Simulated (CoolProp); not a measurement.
Vapour-liquid equilibrium of ethylbenzene (1) + o-xylene (2) at 284.9 K; x and y are mole fractions of (1).

Values from CoolProp's multi-fluid Helmholtz-energy mixture model, Zhou 2012 and Zhou 2012; pair parameters Bell 2016.

```tsv
x	bubble pressure, mixture model (bar)	bubble pressure, Raoult's law (bar)	y, mixture model	y, Raoult's law
0.05	0.004030	0.004025	0.072	0.071
0.2	0.004326	0.004296	0.274	0.267
0.35	0.004628	0.004567	0.449	0.440
0.5	0.004921	0.004838	0.599	0.593
0.65	0.005195	0.005109	0.730	0.730
0.8	0.005446	0.005379	0.849	0.854
0.95	0.005671	0.005650	0.962	0.965
```

The largest gap from Raoult's law is +1.7 % in bubble pressure, at x = 0.5. No azeotrope shows between x = 0.05 and 0.95.

The pair parameters rest on a limited set of measurements; away from them the model extrapolates.
